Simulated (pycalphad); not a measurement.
An equivalent pycalphad script:

```python
from pycalphad import Database, equilibrium, calculate, variables as v
import numpy as np
db = Database('COST507.tdb')
comps = ['AL', 'SN', 'SI', 'VA']
phases = ['BCT_A5', 'DIAMOND_A4', 'FCC_A1', 'LIQUID']
eq = equilibrium(db, comps, phases, {v.X('SN'): 0.0022, v.X('SI'): 0.0137, v.T: np.arange(1850, 499, -40), v.P: 101325, v.N: 1}, output=['HM', 'SM'])
```

CALPHAD calculation (pycalphad, COST 507 light-alloy database (1999)), 1 atm. The database dates from 1999; later assessments differ in places, in temperatures and in the compounds included. Not assessed as a whole: an extrapolation from subsystems, which can miss ternary compounds. Amounts are mole fractions of atoms.

Results at three of the temperatures:

```
T = 1530.00 K, P = 101325 Pa, N = 1 mol of atoms
G = -86453 J/mol, H = 48113 J/mol, S = 87.95 J/(mol K)  (SER reference)
chemical potentials (J/mol): Al -85733, Sn -194696, Si -120812
phase             fraction      x(Al)      x(Sn)      x(Si)
LIQUID              1.0000     0.9841     0.0022     0.0137
```

```
T = 970.00 K, P = 101325 Pa, N = 1 mol of atoms
G = -40937 J/mol, H = 30375 J/mol, S = 73.52 J/(mol K)  (SER reference)
chemical potentials (J/mol): Al -40611, Sn -103223, Si -54304
phase             fraction      x(Al)      x(Sn)      x(Si)
LIQUID              1.0000     0.9841     0.0022     0.0137
```

```
T = 890.00 K, P = 101325 Pa, N = 1 mol of atoms
G = -35404 J/mol, H = 18845 J/mol, S = 60.95 J/(mol K)  (SER reference)
chemical potentials (J/mol): Al -35325, Sn -78216, Si -34195
phase             fraction      x(Al)      x(Sn)      x(Si)
FCC_A1              0.8459     0.9934   0.000436     0.0061
LIQUID              0.1541     0.9330     0.0119     0.0552
```

Changes of the phase set, refined by bisection:

```json
[
 {"T (K)": "923.6", "phases above": "liquid", "phases below": "fcc + liquid"},
 {"T (K)": "829.7", "phases above": "fcc + liquid", "phases below": "diamond (Si) + fcc + liquid"},
 {"T (K)": "829.4", "phases above": "diamond (Si) + fcc + liquid", "phases below": "diamond (Si) + fcc"},
 {"T (K)": "828.1", "phases above": "diamond (Si) + fcc", "phases below": "diamond (Si) + fcc + liquid"}
]
```

FCC_A1 is fcc.
